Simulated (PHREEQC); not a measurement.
Buffer: speciation

Dissolve 0.042 mol/kgw NH4Cl, 0.0014 mol/kgw Na2SO4 and 0.0093 mol/kgw KCl at 32 °C. It is in equilibrium with CO2 at log p = -2 (atm). Otherwise closed; pH follows from the charge balance.

The numbers come from PHREEQC with the ion-association model, wateq4f.dat.

No solid was allowed to form.

Question: Estimate the pH.

Answer: pH 4.90.

Question: In which forms is S present?

Answer: SO4-2 78 %, NH4SO4- 19 %, KSO4- 2.5 %, NaSO4- 0.5 % of the S.
